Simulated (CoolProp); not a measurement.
Saturation properties of CHF3 (R23).

Values from CoolProp's reference Helmholtz-energy equation of state, Penoncello 2003.

| T (K) | p (MPa) | liquid viscosity (µPa s) | vapour viscosity (µPa s) |
|---|---|---|---|
| 226.5 | 0.5478 | 182 | 11.4 |
| 229.3 | 0.6109 | 175 | 11.6 |
| 232 | 0.6769 | 169 | [?] |
| 234.8 | 0.7508 | 162 | 11.9 |
| 237.6 | 0.8306 | 156 | 12.1 |
| 240.4 | 0.9166 | 150 | 12.2 |
| 243.1 | [?] | 145 | 12.4 |
| 245.9 | 1.105 | 140 | 12.6 |
| 248.7 | 1.211 | 134 | 12.8 |
| 251.4 | 1.320 | 129 | 13.0 |
| 254.2 | [?] | 124 | 13.2 |
| 257 | 1.571 | 119 | 13.4 |
| 259.7 | 1.704 | 115 | 13.6 |

**Question.** Fill in the missing entries.

**Answer.** 
- 232, vapour viscosity (µPa s): 11.7
- 243.1, p (MPa): 1.006
- 254.2, p (MPa): 1.442

It boils at 191.1 K under 1 atm.

Viscosity comes from a separate model (Shan 2000).
